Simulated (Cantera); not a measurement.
What does this Cantera script print?

```python
import numpy as np
import cantera as ct

gas_names = """
    AL ALBr ALBr3 ALH ALO ALOH ALO2 ALO2H AL2 AL2Br6 AL2O AL2O2 Br Br2 H HALO HBr HO2 H2 H2O H2O2 O OH
    O2 O3
""".split()
cond_names = """
    AL(cr) AL(L) ALBr3(s) ALBr3(L) AL2O3(a) AL2O3(L) Br2(cr) Br2(L) H2O(s) H2O(L)
""".split()


# ... load() reads the species with a 1 bar reference pressure and builds the phases ...
atoms = {
    'AlBr3': {'AL': 1, 'Br': 3},
    'O2': {'O': 2},
    'H2': {'H': 2},
}
top_T = {}  # K; cautious upper limits of use, not melting points


# ... equilibrate(T, P, feed) seeds the gas with the atoms and calls Mixture.equilibrate('TP', solver="vcs", rtol=1e-11, max_steps=5000) ...
results = []
T = 2050  # K
P = 62  # Pa
for m in [0.4, 1.3, 2.3, 3.2, 4.2, 5.1, 6.1]:
    feed = {'AlBr3': 1, 'O2': m, 'H2': 27}  # mol
    mix = equilibrate(T, P, feed)
    results.append((T, P, feed, dict(zip(mix.species_names, mix.species_moles))))

top = {s: max(r[3][s] / sum(r[3][g] for g in gas_names) for r in results) for s in gas_names}
cols = sorted((s for s in top if top[s] > 0.001), key=lambda s: -top[s])[:8]
seen = [c for c in cond_names if any(r[3].get(c, 0) > 1e-12 for r in results)]
print("log10 of partial pressures in bar; condensed amounts in mol")
print(f"{'n(O2)':>10s}" + "".join(f"{s[:9]:>10s}" for s in cols + seen))
for T, P, feed, n in results:
    ng = sum(n[g] for g in gas_names)
    print(f"{feed['O2']:10.4g}" + "".join(f"{np.log10(max(n[s] / ng * P / 1e5, 1e-99)):10.3f}" for s in cols)
          + "".join(f"{n.get(c, 0):10.4g}" for c in seen))
```

It prints:

```
log10 of partial pressures in bar; condensed amounts in mol
     n(O2)        H2       H2O         H        Br       HBr      ALBr        OH        AL  AL2O3(a)
       0.4    -3.296    -5.942    -4.292    -4.452    -4.795    -5.057    -7.900    -5.949    0.2437
       1.3    -3.312    -4.656    -4.300    -4.380    -4.731    -6.939    -6.605    -7.903    0.4964
       2.3    -3.348    -4.210    -4.318    -4.373    -4.742    -7.656    -6.141    -8.626    0.4991
       3.2    -3.383    -4.011    -4.335    -4.368    -4.754    -8.000    -5.925    -8.976    0.4994
       4.2    -3.425    -3.862    -4.357    -4.361    -4.769    -8.280    -5.756    -9.262    0.4996
       5.1    -3.466    -3.762    -4.377    -4.355    -4.784    -8.487    -5.634    -9.475    0.4996
       6.1    -3.518    -3.672    -4.403    -4.348    -4.802    -8.691    -5.519    -9.686    0.4997
```

These are equilibrium values from Cantera (NASA tables, ideal gas, pure condensed phases), not measurements of a reactor. The tables' values for AlOH are old estimates; treat these amounts as uncertain.
